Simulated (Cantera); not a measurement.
## Low-pressure radical oxidation in H2/O2

An isothermal, constant-pressure homogeneous reactor starts with H2 : O2 : N2 = 0.036 : 1 : 0.14 (molar parts), equivalence ratio 0.018, at 998 K and 0.00130 bar.

Model: GRI-Mech 3.0 (53 species, 325 reactions), integrated in Cantera. Radical loss at walls, strong at low pressure, is not modelled.

| t (s) | x H2 | x O2 | x H | x NO | x OH | x H2O | x N2O |
|---|---|---|---|---|---|---|---|
| 4.00e-6 | 0.0306 | 0.850 | <1e-12 | <1e-12 | <1e-12 | <1e-12 | <1e-12 |
| 1.43e-5 | 0.0306 | 0.850 | <1e-12 | <1e-12 | <1e-12 | <1e-12 | <1e-12 |
| 5.14e-5 | 0.0306 | 0.850 | 1.18e-12 | <1e-12 | <1e-12 | <1e-12 | <1e-12 |
| 0.000184 | 0.0306 | 0.850 | 4.06e-12 | <1e-12 | <1e-12 | <1e-12 | <1e-12 |
| 0.000659 | 0.0306 | 0.850 | 1.29e-11 | <1e-12 | 2.56e-12 | <1e-12 | <1e-12 |
| 0.00236 | 0.0306 | 0.850 | 3.84e-11 | <1e-12 | 2.14e-11 | 1.21e-11 | <1e-12 |
| 0.00847 | 0.0306 | 0.850 | 1.98e-10 | <1e-12 | 1.84e-10 | 3.42e-10 | <1e-12 |
| 0.0303 | 0.0306 | 0.850 | 1.91e-8 | <1e-12 | 1.96e-8 | 5.86e-8 | <1e-12 |
| 0.109 | 0.00755 | 0.835 | 0.00758 | 1.55e-10 | 0.00221 | 0.0182 | 4.72e-12 |
| 0.389 | 0.000351 | 0.829 | 0.00523 | 6.13e-9 | 0.000956 | 0.0272 | 9.69e-11 |
| 1.40 | 0.000246 | 0.835 | 0.00296 | 1.80e-8 | 0.000803 | 0.0287 | 1.52e-10 |
| 5.00 | 8.57e-5 | 0.844 | 0.000579 | 2.63e-8 | 0.000473 | 0.0304 | 1.94e-10 |
x: mole fraction; the columns are a selection and need not sum to one.

Equilibrium at this temperature and pressure: H2 7.76e-11, O2 0.848, H <1e-12, NO 2.42e-5, OH 4.62e-7, H2O 0.0311, N2O 2.82e-11 (gas phase only).
